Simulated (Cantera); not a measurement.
A freely propagating, adiabatic, planar premixed flame of H2 : O2 : N2 = 1 : 0.909 : 3.42 (molar parts), unburnt at 525 K and 2250 Torr; mixture-averaged transport, grid criteria slope 0.08 and curve 0.16, no radiation.

Computed with Cantera and the H2/O2 subset of GRI-Mech 3.0, which has no nitrogen chemistry. The hydrogen kinetics of GRI-Mech 3.0 are dated; newer H2 mechanisms differ, most at raised pressure. Burning velocities carry a grid error of a few per cent, more on coarse grids. Lean hydrogen flames are cellular in practice and burn faster than this planar one.

**Question.** Predict: laminar burning velocity; thermal thickness; peak x(HO2); peak x(O); peak x(H2O2).

**Answer.** 
| Item | Result |
|---|---|
| laminar burning velocity | 162 cm/s |
| thermal thickness | 0.117 mm |
| peak x(HO2) | 0.000566 |
| peak x(O) | 0.00449 |
| peak x(H2O2) | 9.46e-5 |
